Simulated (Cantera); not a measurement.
Charge: 1 mol CaCO3, 0.96 mol C, 14 mol O2, at 1873.15 K.

Equilibrium computed with Cantera from the NASA thermochemical tables; the gas is ideal and each condensed phase is pure. Candidate condensed phases: C, Ca, CaCO3, CaO; 15 gas species. The numbers say what is thermodynamically allowed, not how fast it happens.

log p: log10 of the partial pressure in bar; n: condensed amount in mol.

```tsv
P (Pa)	log p O2	log p CO2	log p O	log p CO	log p Ca	n CaO(s)
10	-4.07	-4.91	-5.66	?	-9.85	1.000
100	-3.06	-3.89	-5.16	?	-10.35	1.000
1000	-2.06	-2.89	-4.66	?	-10.85	1.00
10000	-1.06	-1.88	-4.16	?	-11.35	1.00
100000	-0.06	-0.88	-3.66	?	-11.85	1.00
1000000	0.94	0.12	-3.16	?	<-11	1.00
```

**Question.** Some entries are withheld; supply them.

**Answer.** 
- 10, log p CO: -6.24
- 100, log p CO: -5.73
- 1000, log p CO: -5.23
- 10000, log p CO: -4.72
- 100000, log p CO: -4.22
- 1000000, log p CO: -3.72
